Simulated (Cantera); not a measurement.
Mixture: H₂ : O₂ : N₂ : H₂O = 1 : 0.51 : 1.92 : 0.39 (molar parts), equivalence ratio 0.98, at 37.0 bar, adiabatic and at constant volume. Ignition delay is the time to a rise of 400 K.

Model: GRI-Mech 3.0 (53 species, 325 reactions), integrated in Cantera. The hydrogen kinetics of GRI-Mech 3.0 are dated; newer H2 mechanisms differ, most at raised pressure. The pressure lies above the range GRI-Mech 3.0 was tuned for (to about 10 atm).

### Question
What does this change do: constant pressure in place of constant volume?

### Answer
```
quantity                                                before       after
--------------------------------------------------  ----------  ----------
delay at 1200 K                                       0.130 ms    0.140 ms
delay at 1275 K                                        45.6 µs     48.8 µs
delay at 1350 K                                        17.2 µs     18.3 µs
delay at 1425 K                                        6.70 µs     7.08 µs
delay at 1500 K                                        2.64 µs     2.78 µs
delay at 1575 K                                        1.09 µs     1.14 µs
delay at 1650 K                                       0.535 µs    0.564 µs
apparent activation energy between 1500 and 1650 K  220 kJ/mol  220 kJ/mol
```

### Question
What does this change do: H2 1 to 2.5 parts?

### Answer
```
quantity                                                before       after
--------------------------------------------------  ----------  ----------
delay at 1200 K                                       0.130 ms     87.3 µs
delay at 1275 K                                        45.6 µs     30.6 µs
delay at 1350 K                                        17.2 µs     11.5 µs
delay at 1425 K                                        6.70 µs     4.51 µs
delay at 1500 K                                        2.64 µs     1.83 µs
delay at 1575 K                                        1.09 µs    0.829 µs
delay at 1650 K                                       0.535 µs    0.461 µs
apparent activation energy between 1500 and 1650 K  220 kJ/mol  190 kJ/mol
```
